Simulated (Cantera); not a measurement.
# Ignition delay

Mixture: 3.03 % CO, 0.230 % H2, 3.63 % CH4, 15.6 % O2, 58.7 % N2, 18.8 % CO2, at 100000 Pa, adiabatic and at constant volume. Ignition delay is the time to a rise of 400 K.

Computed with Cantera and GRI-Mech 3.0 (53 species, 325 reactions). Below about 1000 K GRI-Mech 3.0 lacks low-temperature oxidation paths. Below about 950 K walls govern HO2 and H2O2 in real vessels.

```tsv
T0 (K)	delay (ms)
925	763
1025	205
1125	57.7
1225	16.1
1325	4.86
1425	1.70
1525	0.698
1625	0.331
```

apparent activation energy between 1425 and 1625 K: 160 kJ/mol
